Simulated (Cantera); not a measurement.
An adiabatic, constant-volume homogeneous reactor starts with H₂ : O₂ : N₂ = 1 : 0.385 : 1.45 (molar parts), equivalence ratio 1.3, at 1400 K and 1100000 Pa. Integrator tolerance rtol = 1e-08.

Cantera simulation using GRI-Mech 3.0 (53 species, 325 reactions); the numbers are that mechanism's predictions, not measurements. The hydrogen kinetics of GRI-Mech 3.0 are dated; newer H2 mechanisms differ, most at raised pressure. Above 3000 K some thermodynamic fits are extrapolated.

Problem. What does this change do: pressure from 1100000 Pa to 1000000 Pa?

Solution. 
```
quantity                                                            before                                    after
---------------------------------  ---------------------------------------  ---------------------------------------
time of steepest temperature rise                                  2.19 µs                                  2.32 µs
temperature at 4.00 s                                               3242 K                                   3233 K
equilibrium temperature                                             3242 K                                   3233 K
x(H₂) at 4.00 s                        0.105 (gas-phase equilibrium 0.105)      0.105 (gas-phase equilibrium 0.105)
x(O₂) at 4.00 s                    0.00265 (gas-phase equilibrium 0.00265)  0.00275 (gas-phase equilibrium 0.00275)
x(HO₂) at 4.00 s                   8.58e-6 (gas-phase equilibrium 8.58e-6)  8.46e-6 (gas-phase equilibrium 8.46e-6)
x(H₂O) at 4.00 s                       0.269 (gas-phase equilibrium 0.269)      0.268 (gas-phase equilibrium 0.268)
x(OH) at 4.00 s                      0.0217 (gas-phase equilibrium 0.0217)    0.0220 (gas-phase equilibrium 0.0220)
x(H₂O₂) at 4.00 s                  1.60e-6 (gas-phase equilibrium 1.60e-6)  1.53e-6 (gas-phase equilibrium 1.53e-6)
```

Problem. What does this change do: O2 0.385 to 0.26 parts?

Solution. 
```csv
quantity,before,after
time of steepest temperature rise,2.19 µs,2.85 µs
temperature at 4.00 s,3242 K,2936 K
equilibrium temperature,3242 K,2936 K
x(H₂) at 4.00 s,0.105 (gas-phase equilibrium 0.105),0.191 (gas-phase equilibrium 0.191)
x(O₂) at 4.00 s,0.00265 (gas-phase equilibrium 0.00265),7.17e-5 (gas-phase equilibrium 7.17e-5)
x(HO₂) at 4.00 s,8.58e-6 (gas-phase equilibrium 8.58e-6),2.90e-7 (gas-phase equilibrium 2.90e-7)
x(H₂O) at 4.00 s,0.269 (gas-phase equilibrium 0.269),0.205 (gas-phase equilibrium 0.205)
x(OH) at 4.00 s,0.0217 (gas-phase equilibrium 0.0217),0.00420 (gas-phase equilibrium 0.00420)
x(H₂O₂) at 4.00 s,1.60e-6 (gas-phase equilibrium 1.60e-6),1.25e-7 (gas-phase equilibrium 1.25e-7)
```

Problem. What does this change do: initial temperature 1400 to 975 K?

Solution. 
```tsv
quantity	before	after
time of steepest temperature rise	2.19 µs	12.4 ms
temperature at 4.00 s	3242 K	3103 K
equilibrium temperature	3242 K	3103 K
x(H₂) at 4.00 s	0.105 (gas-phase equilibrium 0.105)	0.0992 (gas-phase equilibrium 0.0992)
x(O₂) at 4.00 s	0.00265 (gas-phase equilibrium 0.00265)	0.00110 (gas-phase equilibrium 0.00110)
x(HO₂) at 4.00 s	8.58e-6 (gas-phase equilibrium 8.58e-6)	3.96e-6 (gas-phase equilibrium 3.96e-6)
x(H₂O) at 4.00 s	0.269 (gas-phase equilibrium 0.269)	0.290 (gas-phase equilibrium 0.290)
x(OH) at 4.00 s	0.0217 (gas-phase equilibrium 0.0217)	0.0128 (gas-phase equilibrium 0.0128)
x(H₂O₂) at 4.00 s	1.60e-6 (gas-phase equilibrium 1.60e-6)	1.07e-6 (gas-phase equilibrium 1.07e-6)
```
